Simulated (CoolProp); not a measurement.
Vapour-liquid equilibrium of R114 (1) + n-hexane (2) at 5.8 bar; x and y are mole fractions of (1).

Computed with CoolProp (multi-fluid Helmholtz-energy mixture model, Platzer 1990 and Thol 2019; pair parameters Bell 2016). This equation is an older, rougher fit; its heat capacities, sound speeds and derivatives of the liquid may be far off and weren't checked against measurements.

Q: Give the bubble temperature and the first vapour's composition at x = 0.275, 0.425, 0.5. Is there an azeotrope?

A: x = 0.275: 95.9 °C, y = 0.676; x = 0.425: 84.2 °C, y = 0.796; x = 0.5: 79.8 °C, y = 0.836. No azeotrope shows between x = 0.05 and 0.95.

The pair parameters rest on a limited set of measurements; away from them the model extrapolates.
